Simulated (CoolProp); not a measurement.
Vapour pressure (MPa) of R142b: the reference equation beside estimates from Tc = 410.3 K, pc = 4.055 MPa, ω = 0.232. Clausius-Clapeyron is anchored at 265.9 K with a constant enthalpy of vaporisation of 22.33 kJ/mol.

Model: reference Helmholtz-energy equation of state, Lemmon 2006, in CoolProp. It is a short technical equation, of lower accuracy than the large ones.

| T (K) | reference | Clausius-Clapeyron | Peng-Robinson |
|---|---|---|---|
| 214.2 | 0.007651 | 0.009545 | 0.008000 |
| 231.5 | 0.02177 | 0.02436 | 0.02227 |
| 248.7 | 0.05205 | 0.05434 | 0.05252 |
| 265.9 | 0.1093 | 0.1093 | 0.1093 |
| 283.2 | 0.2076 | 0.2025 | 0.2068 |
| 300.4 | 0.3618 | 0.3485 | 0.3600 |
| 317.7 | 0.5915 | 0.5670 | 0.5892 |
| 334.9 | 0.9135 | 0.8752 | 0.9123 |
| 352.2 | 1.353 | 1.298 | 1.356 |
| 369.4 | 1.928 | 1.851 | 1.938 |

Absolute difference from the reference over all 10 rows, mean and median: Clausius-Clapeyron 6.4 and 4.1 %, Peng-Robinson 1.0 and 0.4 %.
